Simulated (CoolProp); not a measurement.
Dimethyl carbonate along the isobar 0.379 MPa: density (kg/m³) from the reference equation and from simpler models built on Tc = 283.9 °C, pc = 4.909 MPa, ω = 0.346; each cubic takes its own stable root.

The numbers come from the reference Helmholtz-energy equation of state, Zhou 2011 in CoolProp.

| T (°C) | phase | reference |
|---|---|---|
| 39.15 | liquid | 1045 |
| 67.95 | liquid | 1006 |
| 96.65 | liquid | 965.0 |
| 125.45 | liquid | 922.0 |
| 154.25 | gas | 10.29 |
| 183.05 | gas | 9.501 |
| 211.75 | gas | 8.847 |
| 240.55 | gas | 8.286 |
| 269.35 | gas | 7.799 |
| 298.05 | gas | 7.372 |
| 326.85 | gas | 6.991 |

**Question.** How far does each simpler model (van der Waals, Redlich-Kwong, Soave-Redlich-Kwong, Peng-Robinson) lie from the reference over these 11 states: mean and median of the absolute difference, and the worst?

**Answer.** 
- van der Waals: mean 31.4 %, median 1.5 %, worst -98.8 % at 125.45 °C and 0.379 MPa
- Redlich-Kwong: mean 13.2 %, median 0.5 %, worst -98.8 % at 125.45 °C and 0.379 MPa
- Soave-Redlich-Kwong: mean 4.0 %, median 0.1 %, worst -11.2 % at 39.15 °C and 0.379 MPa
- Peng-Robinson: mean 0.4 %, median 0.4 %, worst +1.0 % at 96.65 °C and 0.379 MPa

At some of these states van der Waals, Redlich-Kwong gives the other phase, because its saturation line lies elsewhere.
